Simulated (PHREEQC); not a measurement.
Synthetic water in mmol/kgw, 25 °C, pH 6.99, pe 2.9: Na 9.94; K 4.93; Ca 5.87; Mg 1.41; Cl 23.3; S(6) 2.1; Alkalinity (meq/kgw) 2.63; Si 0.148.

Cl is adjusted to close the charge balance.
Valence states are taken as typed.

Model: ion-association model, phreeqc.dat, run in PHREEQC.

No solid was allowed to form.

What ionic strength does the model give?

ionic strength 0.0365 mol/kgw.

In which forms is Mg present?

Mg+2 90 %, MgSO4 8.5 %, MgHCO3+ 1.4 % of the Mg.

Examples of supersaturated solids here: Quartz (slow to form). Others may be too. Species that the database lacks are ignored.
